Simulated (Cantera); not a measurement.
# Equilibrium for silicates and aluminates: SiO2 + Al2O3 + O2

Feed: 1 mol SiO2, 0.12 mol Al2O3, 1.9 mol O2, held at 1748.15 K and 630000 Pa.

Equilibrium computed with Cantera from the NASA thermochemical tables; the gas is ideal and each condensed phase is pure. Candidate condensed phases: Al, Al2O3, Al2SiO5, Al6Si2O13, Si, SiO2; 14 gas species. Mutual solubility and eutectic melting of coexisting phases are not modelled. The tables hold silica as quartz up to 1696 K and as liquid above; real silica turns to tridymite and cristobalite and melts near 1996 K. Condensed phases not in the tables: alloys, solid solutions and most ternary compounds. Rates play no part.

```
Quantity                              Result
--------------------------------  ----------
x(O2)                                  1.000
x(O)                                 2.93e-5
n(Al6Si2O13(mullite))             0.0400 mol
n(SiO2(condensed))                 0.920 mol
gas amount                         1.900 mol
log10 activity of Al(l) (absent)      -17.40
log10 activity of Si(l) (absent)      -18.71
```
